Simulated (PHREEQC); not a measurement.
**Buffer with mixed reagents**

Solution A (0.0027 mol H3BO3 and 0.0002 mol NaF per kg of water) is mixed with solution B (1.1 mmol/kgw H3BO3, 2.1 mmol/kgw KOH and 0.074 mmol/kgw (CH3)4NCl) at 35 °C; shares are by mass of water, 1 kg in all. Oxygen is held at 0.21 atm. CO2 from the air is kept out. Only these solids could form: Halite, Sylvite.

Equilibrium calculation in PHREEQC: ion-association model, phreeqc.dat.

**Question.** Predict pH at share of solution B = 0.1, 0.2, 0.8, 1.

**Answer.** 
| share of solution B | pH |
|---|---|
| 0.1 | 8.10 |
| 0.2 | 8.47 |
| 0.8 | 10.23 |
| 1 | 10.67 |

Species that the database lacks are ignored. (CH3)4N+ isn't in the database: it is added as a free cation with an ion size of 4 Å. Real BF4- forms and hydrolyses slowly; the run takes it at equilibrium.
